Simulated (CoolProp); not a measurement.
500 sccm (0 °C, 1 atm) of nitrogen bubbles through liquid the fluoroketone C6F12O (FK-5-1-12) at 307.3 K and leaves saturated at a total pressure of 0.15 MPa (ideal gas phase). Each further row changes one setting.

Values from CoolProp's reference Helmholtz-energy equation of state, McLinden 2015.

```
case                      vapour pressure (kPa)  mole fraction of vapour  delivery (mg/min)  delivery (sccm)  change of delivery for a bath 1 K warmer (%)
------------------------  ---------------------  -----------------------  -----------------  ---------------  --------------------------------------------
as stated                                  58.5                    0.390               4510              320                                           6.7
bath temperature 312.3 K                   70.9                    0.473               6320              448                                           7.5
total pressure 0.3 MPa                     58.5                    0.195               1710              121                                           5.0
```
